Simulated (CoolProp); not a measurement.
A simple Rankine cycle with n-hexane: condensing at 310.15 K, boiler at 0.572 MPa, turbine inlet 414.5 K, turbine efficiency 0.6, pump efficiency 0.8, no recuperator. Each further row changes one setting.

Computed with CoolProp (reference Helmholtz-energy equation of state, Thol 2019).

| case | thermal efficiency (%) | net work (kJ/kg) | heat in (kJ/kg) | turbine exit temperature (K) | volume ratio over the turbine |
|---|---|---|---|---|---|
| as stated | 10.8 | 58.6 | 541 | 376.5 | 18.3 |
| turbine inlet 434.5 K | 10.6 | 62.5 | 589 | 397.6 | 17.9 |
| condensing temperature 302.15 K | 11.7 | 65.2 | 560 | 373.0 | 25.2 |
| boiler pressure 0.4 MPa | 9.7 | 53.0 | 549 | 383.0 | 12.3 |
| turbine efficiency 0.5 | 9.0 | 48.7 | 541 | 381.4 | 18.5 |
